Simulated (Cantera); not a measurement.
# Hydrocarbon pyrolysis for carbon deposition

An isothermal, constant-pressure homogeneous reactor starts with 27.0 % CH₄, 73.0 % N₂, at 1623 K and 60.8 Torr.

Model: GRI-Mech 3.0 (53 species, 325 reactions), integrated in Cantera. GRI-Mech 3.0 stops at C3 and has no aromatics, soot or wall deposition, so with more carbon than oxygen in the feed, carbon stays in small species such as C2H2 where larger ones or solid carbon would form.

```csv
t (s),x CH₄,x H,x CH₂,x C₂H,x HCN,x C₂H₂,x H₂
5.00e-5,0.270,1.65e-7,1.99e-11,<1e-12,<1e-12,<1e-12,4.69e-6
0.000352,0.270,1.70e-7,8.29e-10,<1e-12,<1e-12,2.81e-10,3.43e-5
0.00247,0.270,3.99e-7,3.15e-8,2.81e-12,1.06e-12,8.74e-7,0.000347
0.0174,0.251,8.18e-6,3.59e-7,3.11e-9,6.05e-10,0.00171,0.0170
0.122,0.139,4.52e-5,1.96e-7,5.50e-8,3.09e-8,0.0488,0.152
0.862,0.0318,9.86e-5,7.16e-8,1.24e-7,2.13e-7,0.0935,0.281
6.06,0.00341,0.000135,1.20e-8,1.70e-7,6.10e-7,0.105,0.315
42.6,0.00118,0.000138,4.31e-9,1.74e-7,1.21e-6,0.106,0.317
300,0.00117,0.000138,4.29e-9,1.74e-7,5.31e-6,0.106,0.317
```
x: mole fraction; the columns are a selection and need not sum to one.

Equilibrium at this temperature and pressure: CH₄ 0.000871, H 0.000138, CH₂ 3.18e-9, C₂H 9.56e-8, HCN 0.0956, C₂H₂ 0.0581, H₂ 0.318 (gas phase only).
